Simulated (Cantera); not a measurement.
Feed: 1 mol CF4, 0.019 mol HCl, 0.75 mol H2, held at 2.10 Pa.

Method: chemical equilibrium by Gibbs-energy minimisation in Cantera with the NASA 1993 tables (ideal gas, pure condensed phases). Candidate condensed phases: C, C6H6, C7H8, C8H18; 118 gas species. The numbers say what is thermodynamically allowed, not how fast it happens.

Task: At 2300 K, list the 4 most abundant gas species with their mole fractions, and the condensed phases.

Result: F 0.602, HF 0.374, CF 0.0100, Cl 0.00472. Condensed: C(graphite).
